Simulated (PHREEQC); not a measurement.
A column of 0.5 m (30 cells, dispersivity 0.025 m, 60 s a shift, diffusion coefficient 3e-10 m²/s) holds 0.016 eq of the database's cation exchanger X per kg of pore water, first in equilibrium with 0.002 mol KBr, 0.035 mol MnCl2 and 1e-05 mol HCl per kg of water. It is flushed with 19 mmol/kgw BaCl2 and 0.01 mmol/kgw HCl, at 25 °C. Values are for the last cell. No CO2 enters from the air. Nothing may precipitate in this run.

Computed with PHREEQC (ion-association model, phreeqc.dat).

| pore volumes | Ba in solution (mol/kgw) | Br in solution (mol/kgw) | Mn in solution (mol/kgw) | K in solution (mol/kgw) |
|---|---|---|---|---|
| 0 | 0 | 0.00200 | 0.0350 | 0.00200 |
| 0.2167 | 0 | 0.00200 | 0.0350 | 0.00200 |
| 0.4167 | 1.72e-7 | 0.00199 | 0.0350 | 0.00200 |
| 0.6167 | 3.77e-5 | 0.00184 | 0.0336 | 0.00195 |
| 0.8167 | 0.000473 | 0.00138 | 0.0294 | 0.00173 |
| 0.9167 | 0.00109 | 0.00110 | ___ | ___ |
| 1.117 | 0.00370 | 0.000611 | 0.0199 | 0.00116 |
| 1.317 | 0.00807 | 0.000299 | 0.0131 | 0.000765 |
| 1.517 | 0.0124 | 0.000135 | 0.00748 | 0.000449 |
| 1.717 | 0.0155 | 5.72e-5 | ___ | 0.000243 |
| 1.917 | 0.0172 | 2.33e-5 | 0.00191 | 0.000125 |
| 2.117 | 0.0181 | 9.23e-6 | 0.000902 | 6.21e-5 |
| 2.217 | 0.0184 | 5.76e-6 | 0.000615 | 4.33e-5 |
| 2.417 | 0.0187 | 2.22e-6 | 0.000282 | 2.08e-5 |
| 2.617 | 0.0189 | 8.41e-7 | 0.000128 | 9.85e-6 |
| 2.817 | 0.0189 | ___ | 5.74e-5 | 4.61e-6 |
| 3.017 | 0.0190 | 1.18e-7 | 2.55e-5 | 2.14e-6 |

Problem. Complete the blanks.

Solution. 
- 0.9167, Mn in solution (mol/kgw): 0.0265
- 0.9167, K in solution (mol/kgw): 0.00156
- 1.717, Mn in solution (mol/kgw): 0.00388
- 2.817, Br in solution (mol/kgw): 3.16e-7
